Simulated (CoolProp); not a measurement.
Vapour-liquid equilibrium of ethane (1) + C3F8 (R218) (2) at 260.9 K; x and y are mole fractions of (1).

The numbers come from the multi-fluid Helmholtz-energy mixture model, Bücker 2006 and Lemmon 2006; pair parameters Bell 2016 in CoolProp.

Give the bubble pressure and the first vapour's composition at x = 0.35, 0.65, 0.875. Is there an azeotrope?

x = 0.35: 1044 kPa, y = 0.770; x = 0.65: 1404 kPa, y = 0.865; x = 0.875: 1627 kPa, y = 0.937. No azeotrope shows between x = 0.05 and 0.95.

The pair parameters rest on a limited set of measurements; away from them the model extrapolates.
